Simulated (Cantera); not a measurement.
An adiabatic, constant-pressure homogeneous reactor starts with 19.6 % CH3OH, 14.7 % O2, 55.4 % N2, 10.2 % H2O, equivalence ratio 2.0, at 1375 K and 100000 Pa.

Computed with Cantera and GRI-Mech 3.0 (53 species, 325 reactions). GRI-Mech 3.0 was tuned for natural gas; its chemistry of methanol as a main component is partial and can be far from experiment.

### Question
Predict: time of steepest temperature rise; temperature at 3.00 s; equilibrium temperature; x(O2) at 3.00 s; x(H2O) at 3.00 s; x(O) at 3.00 s; x(NO2) at 3.00 s.

### Answer
- time of steepest temperature rise: 0.541 ms
- temperature at 3.00 s: 2403 K
- equilibrium temperature: 2403 K
- x(O2) at 3.00 s: 6.82e-5 (gas-phase equilibrium 6.82e-5)
- x(H2O) at 3.00 s: 0.271 (gas-phase equilibrium 0.271)
- x(O) at 3.00 s: 7.32e-5 (gas-phase equilibrium 7.32e-5)
- x(NO2) at 3.00 s: 4.64e-9 (gas-phase equilibrium 4.64e-9)
